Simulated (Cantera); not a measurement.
Feed: 1 mol Si, 3.3 mol HBr, 3.5 mol H2, held at 8.60e-5 bar.

These are equilibrium values from Cantera (NASA tables, ideal gas, pure condensed phases), not measurements of a reactor. Candidate condensed phases: Br2, Si; 19 gas species. The numbers say what is thermodynamically allowed, not how fast it happens.

Task: What share of the Si ends up in condensed phases as a function of T (K), at 598, 648, 698, 748, 798, 848, 898, 948, 998, 1048, 1098?

Result: 
```
T (K)  Si condensed (%)     as
-----  ----------------  -----
598                17.5  Si(s)
648                17.8  Si(s)
698                18.5  Si(s)
748                19.7  Si(s)
798                21.8  Si(s)
848                24.8  Si(s)
898                28.2  Si(s)
948                30.7  Si(s)
998                30.2  Si(s)
1048               25.6  Si(s)
1098               19.7  Si(s)
```
